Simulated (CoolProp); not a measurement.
Vapour-liquid equilibrium of CH2F2 (R32) (1) + fluoroethane (R161) (2) at 629 kPa; x and y are mole fractions of (1).

Model: multi-fluid Helmholtz-energy mixture model, Tillner-Roth 1997 and Wu 2012; pair parameters Bell 2016, in CoolProp.

```
x     bubble temperature (K)  y at the bubble point  dew temperature at overall composition x (K)  liquid density (mol/L)
----  ----------------------  ---------------------  --------------------------------------------  ----------------------
0.05                   283.0                  0.092                                         283.8                   15.58
0.2                    278.7                  0.313                                         280.9                   16.28
0.35                   275.3                  0.484                                         277.9                   16.99
0.5                    272.5                  0.626                                         275.0                   17.76
0.65                   270.1                  0.751                                         272.0                   18.58
0.8                    268.0                  0.863                                         269.2                   19.47
0.95                   266.0                  0.967                                         266.3                   20.44
```

No azeotrope shows between x = 0.05 and 0.95.

Pair parameters are fitted to limited data, so mixtures are less certain than the pure fluids.
